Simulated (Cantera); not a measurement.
Feed: 1 mol C₂H₄, 0.17 mol CO₂, 0.62 mol H₂, at 2375 K and 36.0 Torr.

Equilibrium computed with Cantera from the NASA thermochemical tables; the gas is ideal and each condensed phase is pure. Candidate condensed phases: C, C₆H₆, C₇H₈, C₈H₁₈, H₂O; 110 gas species. Kinetics and transport are ignored.

Question: What is the equilibrium state?

Answer: 
- x(H₂): 0.825
- x(CO): 0.112
- x(H): 0.0585
- x(C₂H₂ (acetylene)): 0.00512
- x(C₂H): 1.97e-5
- x(C₄H₂): 1.31e-5
- x(CH₃): 7.96e-6
- x(CH₄): 6.07e-6
- x(C₂H₂ (vinylidene)): 2.56e-6
- n(C(graphite)): 1.80 mol
- gas amount: 3.049 mol
